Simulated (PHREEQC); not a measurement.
**Acid rinse or clean (model solution)**

A solution holds 0.015 mol HCl and 9e-05 mol CuCl2 per kg of water, at 25 °C. Closed to the air; pH follows from the charge balance.

Computed with PHREEQC (ion-association model, phreeqc.dat).

Each row changes one thing in this solution. Precipitation was switched off in this run.

```csv
case,pH,CuCl+ (mol/kgw),CuOH+ (mol/kgw)
as made,1.87,2.25e-6,4.62e-11
CuCl2 from 9e-05 to 9.9e-05 mol/kgw,1.87,2.47e-6,?
temperature from 25 to 5 °C,1.87,8.10e-7,?
0.0015 mol/kgw KCl added,1.87,2.42e-6,4.57e-11
HCl from 0.015 to 0.0225 mol/kgw,1.70,?,2.93e-11
CuCl2 replaced by Cu(NO3)2 at the same molality,1.87,2.22e-6,4.62e-11
diluted 100-fold with water,?,3.47e-10,5.83e-11
CuCl2 from 9e-05 to 0.00018 mol/kgw,1.87,4.53e-6,9.22e-11
```

### Question
What belongs in the gaps?

### Answer

- CuCl2 from 9e-05 to 9.9e-05 mol/kgw, CuOH+ (mol/kgw): 5.08e-11
- temperature from 25 to 5 °C, CuOH+ (mol/kgw): 4.73e-11
- HCl from 0.015 to 0.0225 mol/kgw, CuCl+ (mol/kgw): 3.07e-6
- diluted 100-fold with water, pH: 3.83

Away from 25 °C the constants follow the database's enthalpies or fits; those with neither stay at their 25 °C values.
